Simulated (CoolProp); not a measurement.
Vapour-liquid equilibrium of isopentane (1) + toluene (2) at 275.1 K; x and y are mole fractions of (1).

The numbers come from the multi-fluid Helmholtz-energy mixture model, Lemmon 2006 and Lemmon 2006; pair parameters Bell 2016 in CoolProp.

| x | bubble pressure, mixture model (kPa) | bubble pressure, Raoult's law (kPa) | y, mixture model | y, Raoult's law |
|---|---|---|---|---|
| 0.05 | 3.762 | 2.851 | 0.741 | 0.659 |
| 0.15 | 9.228 | 6.504 | 0.905 | 0.866 |
| 0.25 | 14.29 | 10.16 | 0.945 | 0.924 |
| 0.35 | 18.67 | 13.81 | 0.962 | 0.952 |
| 0.45 | 22.33 | 17.46 | 0.972 | 0.968 |
| 0.55 | 25.36 | 21.12 | 0.978 | 0.978 |
| 0.65 | 27.97 | 24.77 | 0.983 | 0.986 |
| 0.75 | 30.41 | 28.42 | 0.987 | 0.991 |
| 0.85 | 32.95 | 32.08 | 0.992 | 0.995 |
| 0.95 | 35.86 | 35.73 | 0.997 | 0.999 |

The largest gap from Raoult's law is +41.9 % in bubble pressure, at x = 0.15. No azeotrope shows between x = 0.05 and 0.95.

Pair parameters are fitted to limited data, so mixtures are less certain than the pure fluids.
